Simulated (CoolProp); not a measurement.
C2F6 (R116) at 420 K and 0.854 MPa flows at 3.4 m/s in a round tube of 25 mm bore and 45 µm roughness, fully developed (64/Re and Nu = 3.66 if laminar; Colebrook and Gnielinski if turbulent). Each further row changes one setting.

Model: reference Helmholtz-energy equation of state, Lemmon 2006, in CoolProp. It is a short technical equation, of lower accuracy than the large ones.

```
case              Reynolds number  Darcy friction factor  pressure drop (Pa/m)  heat-transfer coefficient (W/(m² K))  mass flow (kg/h)
----------------  ---------------  ---------------------  --------------------  ------------------------------------  ----------------
as stated                     ___                 0.0240                   192                                   ___               ___
velocity 6.8 m/s           295000                 0.0234                   ___                                   ___               ___
diameter 50 mm             295000                    ___                  80.7                                   312               ___
```

Question: What belongs in the gaps?

Answer: 
- as stated, Reynolds number: 147000
- as stated, heat-transfer coefficient (W/(m² K)): 374
- as stated, mass flow (kg/h): 208
- velocity 6.8 m/s, pressure drop (Pa/m): 750
- velocity 6.8 m/s, heat-transfer coefficient (W/(m² K)): 730
- velocity 6.8 m/s, mass flow (kg/h): 416
- diameter 50 mm, Darcy friction factor: 0.0202
- diameter 50 mm, mass flow (kg/h): 831

Viscosity comes from a separate model (Huber 2003), an estimate that may be off by 10 % or more. Thermal conductivity comes from a separate model (Huber 2003), an estimate that may be off by 10 % or more.
